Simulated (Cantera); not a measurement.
## Thermodynamics of carbothermic reduction, feed CuO + C + CO

A closed system holds: 1 mol CuO, 0.73 mol C, 0.2 mol CO, held at 1500 Pa.

These are equilibrium values from Cantera (NASA tables, ideal gas, pure condensed phases), not measurements of a reactor. Candidate condensed phases: C, Cu, CuO, Cu2O; 15 gas species. Equilibrium is a limit: real reactors are often held back by kinetics, nucleation or transport.

From 675 °C to 1075 °C the condensed part is Cu(s). From 1275 °C to 1675 °C the condensed part is Cu(l). From 1875 °C to 2075 °C nothing is condensed.

```json
[
 {"T (°C)": "675", "x CO": "0.710", "x Cu": "1.15e-10", "x CO2": "0.290", "x O": "<1e-12", "x O2": "<1e-12", "x Cu2": "<1e-12", "n Cu(s)": "1.00", "n Cu(l)": "0"},
 {"T (°C)": "875", "x CO": "0.710", "x Cu": "1.81e-7", "x CO2": "0.290", "x O": "<1e-12", "x O2": "<1e-12", "x Cu2": "2.74e-12", "n Cu(s)": "1.00", "n Cu(l)": "0"},
 {"T (°C)": "1075", "x CO": "0.710", "x Cu": "3.12e-5", "x CO2": "0.290", "x O": "4.30e-12", "x O2": "1.67e-12", "x Cu2": "4.02e-9", "n Cu(s)": "1.000", "n Cu(l)": "0"},
 {"T (°C)": "1275", "x CO": "0.709", "x Cu": "0.00120", "x CO2": "0.290", "x O": "2.04e-9", "x O2": "1.08e-9", "x Cu2": "6.34e-7", "n Cu(s)": "0", "n Cu(l)": "0.999"},
 {"T (°C)": "1475", "x CO": "0.696", "x Cu": "0.0194", "x CO2": "0.285", "x O": "2.36e-7", "x O2": "1.56e-7", "x Cu2": "2.95e-5", "n Cu(s)": "0", "n Cu(l)": "0.982"},
 {"T (°C)": "1675", "x CO": "0.585", "x Cu": "0.175", "x CO2": "0.239", "x O": "1.02e-5", "x O2": "7.99e-6", "x Cu2": "0.000601", "n Cu(s)": "0", "n Cu(l)": "0.802"},
 {"T (°C)": "1875", "x CO": "0.343", "x Cu": "0.515", "x CO2": "0.139", "x O": "0.000218", "x O2": "0.000192", "x Cu2": "0.00170", "n Cu(s)": "0", "n Cu(l)": "0"},
 {"T (°C)": "2075", "x CO": "0.348", "x Cu": "0.514", "x CO2": "0.132", "x O": "0.00258", "x O2": "0.00233", "x Cu2": "0.000661", "n Cu(s)": "0", "n Cu(l)": "0"}
]
```
x: gas mole fraction; n: condensed amount in mol.
